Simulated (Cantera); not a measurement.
A closed system holds: 1 mol Si₃N₄, 0.71 mol CO₂, 1.3 mol N₂, held at 1248 K and 13.3 mbar.

Cantera equilibrium calculation (NASA polynomials, part measured and part estimated; ideal gas, pure solids and liquids). Candidate condensed phases: C, Si, SiC, SiO₂, Si₂N₂O, Si₃N₄; 34 gas species. Mutual solubility and eutectic melting of coexisting phases are not modelled. The numbers say what is thermodynamically allowed, not how fast it happens.

Base state: N₂ 1.000 (mole fractions); condensed: C(graphite) + Si₂N₂O(s) + Si₃N₄(s).

Q: What changes in the equilibrium state with this change: temperature from 1248 K to 1998.15 K?

A: 
```csv
species,before,after
N₂,1.000,0.697
SiO,<1e-9,0.227
CO,7.83e-6,0.0727
Si,<1e-9,0.00320
Si₂N,<1e-9,0.000106
Si₂C,<1e-9,8.69e-5
SiN,<1e-9,8.05e-5
Si₂,<1e-9,3.30e-5
"C(graphite), mol",0.710,0
"Si₂N₂O(s), mol",1.42,0
"Si₃N₄(s), mol",0.0533,0
"Si(l), mol",0,1.54
"SiC(s), mol",0,0.365
```
The tables' values for SiN are old estimates; treat these amounts as uncertain.

Q: What changes in the equilibrium state with this change: temperature from 1248 K to 2098 K?

A: 
```csv
species,before,after
N₂,1.000,0.692
SiO,<1e-9,0.196
CO,7.83e-6,0.102
Si,<1e-9,0.00980
Si₂C,<1e-9,0.000398
Si₂N,<1e-9,0.000236
SiN,<1e-9,0.000196
"C(graphite), mol",0.710,0
"Si₂N₂O(s), mol",1.42,0
"Si₃N₄(s), mol",0.0533,0
"Si(l), mol",0,1.79
"SiC(s), mol",0,0.223
```
The tables' values for SiN are old estimates; treat these amounts as uncertain.

Q: What changes in the equilibrium state with this change: temperature from 1248 K to 2198.15 K?

A: 
```json
[
 {"species": "N₂", "before": "1.000", "after": "0.678"},
 {"species": "SiO", "before": "<1e-9", "after": "0.162"},
 {"species": "CO", "before": "7.83e-6", "after": "0.130"},
 {"species": "Si", "before": "<1e-9", "after": "0.0272"},
 {"species": "Si₂C", "before": "<1e-9", "after": "0.00158"},
 {"species": "Si₂N", "before": "<1e-9", "after": "0.000484"},
 {"species": "SiN", "before": "<1e-9", "after": "0.000438"},
 {"species": "C(graphite), mol", "before": "0.710", "after": "0"},
 {"species": "Si₂N₂O(s), mol", "before": "1.42", "after": "0"},
 {"species": "Si₃N₄(s), mol", "before": "0.0533", "after": "0"},
 {"species": "Si(l), mol", "before": "0", "after": "1.99"},
 {"species": "SiC(s), mol", "before": "0", "after": "0.0681"}
]
```
The tables' values for SiN are old estimates; treat these amounts as uncertain.
